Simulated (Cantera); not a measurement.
Input (Python, Cantera) and output of one run.

```python
import numpy as np
import cantera as ct

gas_names = """
    H HO2 H2 H2O H2O2 O OH O2 O3 Si SiH SiH2 SiH3 SiH4 SiO SiO2 Si2 Si3
""".split()
cond_names = """
    H2O(s) H2O(L) Si(cr) Si(L) SiO2(Lqz) SiO2(hqz) SiO2(L)
""".split()


def load(file, names, dense=False):
    # The tables refer to 1 bar. Condensed volumes are neglected.
    table = {s.name: s for s in ct.Species.list_from_file(file)}
    out = []
    for n in names:
        d = dict(table[n].input_data)
        d["thermo"] = dict(d["thermo"], **{"reference-pressure": 1e5})
        if dense:
            d["equation-of-state"] = {"model": "constant-volume", "density": "1e6 g/cm^3"}
        out.append(ct.Species.from_dict(d))
    return out


gas = ct.Solution(thermo="ideal-gas", species=load("nasa_gas.yaml", gas_names))
cond = {s.name: ct.Solution(thermo="fixed-stoichiometry", species=[s], name=s.name)
        for s in load("nasa_condensed.yaml", cond_names, dense=True)}
atoms = {
    'Si': {'Si': 1},
    'H2O': {'H': 2, 'O': 1},
    'H2': {'H': 2},
}
top_T = {}  # K; cautious upper limits of use, not melting points


def equilibrate(T, P, feed):
    n = {}
    for name, mol in feed.items():
        for a, k in atoms[name].items():
            n[a] = n.get(a, 0.0) + k * mol
    gas.TPX = T, P, n
    mass = sum(n.values()) * gas.mean_molecular_weight
    gas.equilibrate("TP")
    valid = [c for c in cond.values() if c.min_temp <= T <= top_T.get(c.name, c.max_temp)]
    mix = ct.Mixture([(gas, mass / gas.mean_molecular_weight)] + [(c, 0.0) for c in valid])
    mix.T, mix.P = T, P
    mix.equilibrate("TP", solver="vcs", rtol=1e-11, max_steps=5000)
    return mix


results = []
T = 1975  # K
P = 420  # Pa
for m in [7.7, 10, 14, 19, 25, 34, 45, 61, 82, 110, 150]:
    feed = {'Si': 1, 'H2O': 0.031, 'H2': m}  # mol
    mix = equilibrate(T, P, feed)
    results.append((T, P, feed, dict(zip(mix.species_names, mix.species_moles))))

top = {s: max(r[3][s] / sum(r[3][g] for g in gas_names) for r in results) for s in gas_names}
cols = sorted((s for s in top if top[s] > 0.001), key=lambda s: -top[s])[:6]
seen = [c for c in cond_names if any(r[3].get(c, 0) > 1e-12 for r in results)]
print("log10 of partial pressures in bar; condensed amounts in mol")
print(f"{'n(H2)':>10s}" + "".join(f"{s[:9]:>10s}" for s in cols + seen))
for T, P, feed, n in results:
    ng = sum(n[g] for g in gas_names)
    print(f"{feed['H2']:10.4g}" + "".join(f"{np.log10(max(n[s] / ng * P / 1e5, 1e-99)):10.3f}" for s in cols)
          + "".join(f"{n.get(c, 0):10.4g}" for c in seen))
```

Output:

```
log10 of partial pressures in bar; condensed amounts in mol
     n(H2)        H2         H        Si       SiO     Si(L)
       7.7    -2.391    -4.059    -4.490    -4.783    0.9031
        10    -2.391    -4.059    -4.490    -4.896    0.8835
        14    -2.391    -4.059    -4.490    -5.041    0.8496
        19    -2.390    -4.059    -4.490    -5.174    0.8071
        25    -2.390    -4.059    -4.490    -5.292    0.7561
        34    -2.390    -4.059    -4.490    -5.426    0.6797
        45    -2.390    -4.059    -4.490    -5.547    0.5862
        61    -2.390    -4.059    -4.490    -5.679    0.4503
        82    -2.390    -4.059    -4.490    -5.808    0.2719
       110    -2.390    -4.059    -4.490    -5.935    0.0341
       150    -2.389    -4.058    -4.606    -6.069         0
```

Method: chemical equilibrium by Gibbs-energy minimisation in Cantera with the NASA 1993 tables (ideal gas, pure condensed phases). Gases not in the tables: Si2H6 and higher silanes.
